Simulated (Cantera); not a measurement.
Mixture: 33.5 % H₂, 14.0 % O₂, 52.6 % N₂, equivalence ratio 1.2, at 34.0 bar, adiabatic and at constant pressure. Ignition delay is the time to a rise of 400 K.

Detailed kinetics in Cantera: GRI-Mech 3.0 (53 species, 325 reactions). The hydrogen kinetics of GRI-Mech 3.0 are dated; newer H2 mechanisms differ, most at raised pressure. The pressure lies above the range GRI-Mech 3.0 was tuned for (to about 10 atm). Where the delays flatten at high temperature, the 400 K rule measures the pace of heat release, not the induction time.

**Question.** Predict: delay at 1323 K; delay at 1473 K; delay at 1623 K; delay at 1773 K; delay at 1923 K; apparent activation energy between 1773 and 1923 K.

**Answer.** 
```json
{
 "delay at 1323 K": "13.6 µs",
 "delay at 1473 K": "1.07 µs",
 "delay at 1623 K": "0.354 µs",
 "delay at 1773 K": "0.207 µs",
 "delay at 1923 K": "0.145 µs",
 "apparent activation energy between 1773 and 1923 K": "68 kJ/mol"
}
```
